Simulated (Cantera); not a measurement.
**Silicon epitaxy and polysilicon growth: SiH₂Cl₂ + HCl + N₂**

Input: 1 mol SiH₂Cl₂, 0.7 mol HCl, a varied amount of N₂, at 1225 °C and 1.10 bar.

Equilibrium computed with Cantera from the NASA thermochemical tables; the gas is ideal and each condensed phase is pure. Candidate condensed phases: NH₄Cl, Si, Si₃N₄; 28 gas species. N₂ is the only nitrogen source here; it is nearly inert below about 1500 K, so the nitride shown seldom forms there in practice. The tables' values for SiCl₃ are old estimates; treat these amounts as uncertain. Equilibrium is a limit: real reactors are often held back by kinetics, nucleation or transport.

From 13 mol N₂ to 90 mol N₂ the condensed part is Si₃N₄(s). The main Si-bearing gas is SiCl₄ throughout. The share of Si in condensed phases is highest at 90 mol N₂ (79.1 %) and lowest at 13 mol N₂ (72.3 %).

| n(N₂) (mol) | x N₂ | x HCl | x H₂ | x SiCl₄ | x SiCl₃ | n Si₃N₄(s) |
|---|---|---|---|---|---|---|
| 13 | 0.835 | 0.113 | 0.0336 | 0.0138 | 0.00266 | 0.241 |
| 18 | 0.876 | 0.0872 | 0.0238 | 0.00958 | 0.00201 | 0.245 |
| 25 | 0.907 | 0.0666 | 0.0166 | 0.00654 | 0.00150 | 0.250 |
| 34 | 0.930 | 0.0514 | 0.0118 | 0.00453 | 0.00113 | 0.253 |
| 47 | 0.948 | 0.0388 | 0.00813 | 0.00304 | 0.000837 | 0.257 |
| 65 | 0.962 | 0.0291 | 0.00559 | 0.00201 | 0.000614 | 0.260 |
| 90 | 0.972 | 0.0217 | 0.00382 | 0.00132 | 0.000447 | 0.264 |
x: gas mole fraction; n: condensed amount in mol.
